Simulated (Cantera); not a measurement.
Source: NASA polynomial tables (part measured, part estimated), evaluated in Cantera. Values are per mole of reaction as written; species without (g) are pure solids or liquids, kept so even where they would boil at 1 bar.

10 H(g) + 2 Ta2O5 = 4 Ta + 5 H2O2(g)

```json
[
 {"T (K)": "300", "ΔH° (kJ)": "(withheld)", "ΔS° (J/K)": "(withheld)", "ΔG° (kJ)": "(withheld)", "log10 K": "(withheld)"},
 {"T (K)": "848", "ΔH° (kJ)": "(withheld)", "ΔS° (J/K)": "(withheld)", "ΔG° (kJ)": "(withheld)", "log10 K": "(withheld)"},
 {"T (K)": "998", "ΔH° (kJ)": "1118.4", "ΔS° (J/K)": "-290.6", "ΔG° (kJ)": "1408.4", "log10 K": "-73.71"},
 {"T (K)": "1148", "ΔH° (kJ)": "1096.5", "ΔS° (J/K)": "-311.0", "ΔG° (kJ)": "1453.6", "log10 K": "-66.14"},
 {"T (K)": "1298", "ΔH° (kJ)": "1075.6", "ΔS° (J/K)": "-328.1", "ΔG° (kJ)": "1501.6", "log10 K": "-60.43"},
 {"T (K)": "1448", "ΔH° (kJ)": "1055.7", "ΔS° (J/K)": "-342.7", "ΔG° (kJ)": "1551.9", "log10 K": "-55.98"},
 {"T (K)": "1598", "ΔH° (kJ)": "1036.6", "ΔS° (J/K)": "-355.3", "ΔG° (kJ)": "1604.3", "log10 K": "-52.44"},
 {"T (K)": "1748", "ΔH° (kJ)": "1018.3", "ΔS° (J/K)": "-366.2", "ΔG° (kJ)": "1658.4", "log10 K": "-49.56"},
 {"T (K)": "1898", "ΔH° (kJ)": "1000.9", "ΔS° (J/K)": "-375.8", "ΔG° (kJ)": "1714.1", "log10 K": "-47.17"},
 {"T (K)": "2048", "ΔH° (kJ)": "(withheld)", "ΔS° (J/K)": "(withheld)", "ΔG° (kJ)": "(withheld)", "log10 K": "(withheld)"}
]
```

Problem. Complete the blanks.

Solution. 
- 300, ΔH° (kJ): 1230.2
- 300, ΔS° (J/K): -96.0
- 300, ΔG° (kJ): 1259.0
- 300, log10 K: -219.20
- 848, ΔH° (kJ): 1141.2
- 848, ΔS° (J/K): -265.8
- 848, ΔG° (kJ): 1366.6
- 848, log10 K: -84.18
- 2048, ΔH° (kJ): 984.2
- 2048, ΔS° (J/K): -384.2
- 2048, ΔG° (kJ): 1771.1
- 2048, log10 K: -45.17
